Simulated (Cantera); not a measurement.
## Catalytic combustion on Pt

An isothermal plug-flow reactor at 1100 K and 0.230 bar (inlet), inlet velocity 0.19 m/s, active area per volume 260 1/m; feed CH4 : O2 : N2 = 0.0038 : 0.093 : 0.79 (molar parts), equivalence ratio 0.082.

Detailed kinetics in Cantera: Deutschmann's 1995 Pt surface mechanism with GRI-Mech 3.0 gas chemistry. Catalytic surfaces can have several steady states; this one follows from the mechanism file's or the stated starting coverage. Mass transfer to the wall is taken as infinitely fast.

```csv
z (m),x CH4,x O2,x H2O,x CO2,x CO,θ free Pt,θ O*
0.0001,0.00407,0.104,0.000425,0.000208,4.26e-6,0.402,0.598
0.0002,0.00387,0.104,0.000829,0.000410,4.05e-6,0.402,0.598
0.00039,0.00351,0.103,0.00154,0.000767,3.68e-6,0.402,0.598
0.00075,0.00292,0.102,0.00272,0.00136,3.07e-6,0.403,0.597
0.0014,0.00208,0.100,0.00438,0.00218,2.20e-6,0.403,0.596
0.0028,0.00100,0.0984,0.00653,0.00325,1.07e-6,0.404,0.595
0.0054,0.000255,0.0969,0.00801,0.00399,2.88e-7,0.405,0.594
0.01,2.24e-5,0.0964,0.00848,0.00423,3.89e-8,0.405,0.594
```
x: gas mole fraction; θ: surface coverage.
